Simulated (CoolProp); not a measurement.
The fluid at 274.52 K and 9.84 MPa flows at 0.064 m/s in a round tube of 2 mm bore and 0.25 µm roughness, fully developed (64/Re and Nu = 3.66 if laminar; Colebrook and Gnielinski if turbulent). The same conditions are run with several fluids, on thermodynamics alone (safety and materials aside).

Values from CoolProp's reference Helmholtz-energy equation of state of each fluid (n-nonane: Lemmon 2006; C2F6 (R116): Lemmon 2006; R143a: Lemmon and Jacobsen 2000; R404A: Lemmon 2003; R507A: Lemmon 2003). Blends and air are pseudo-pure fits.

**Question.** Rank n-nonane, C2F6 (R116), R143a, R404A, R507A by Reynolds number, highest first.

**Answer.** C2F6 (R116) (1030), R143a (873), R404A (737), R507A (712), n-nonane (91.9)

```json
[
 {"fluid": "n-nonane", "Darcy friction factor": "0.697", "pressure drop (Pa/m)": "528", "heat-transfer coefficient (W/(m² K))": "252", "mass flow (kg/h)": "0.535"},
 {"fluid": "C2F6 (R116)", "Darcy friction factor": "0.0623", "pressure drop (Pa/m)": "82.5", "heat-transfer coefficient (W/(m² K))": "101", "mass flow (kg/h)": "0.936"},
 {"fluid": "R143a", "Darcy friction factor": "0.0733", "pressure drop (Pa/m)": "79.9", "heat-transfer coefficient (W/(m² K))": "159", "mass flow (kg/h)": "0.770"},
 {"fluid": "R404A", "Darcy friction factor": "0.0869", "pressure drop (Pa/m)": "106", "heat-transfer coefficient (W/(m² K))": "149", "mass flow (kg/h)": "0.864"},
 {"fluid": "R507A", "Darcy friction factor": "0.0899", "pressure drop (Pa/m)": "111", "heat-transfer coefficient (W/(m² K))": "147", "mass flow (kg/h)": "0.869"}
]
```

Transport values come from each fluid's own correlations; those of C2F6 (R116), R143a are estimates that may be off by 10 % or more.
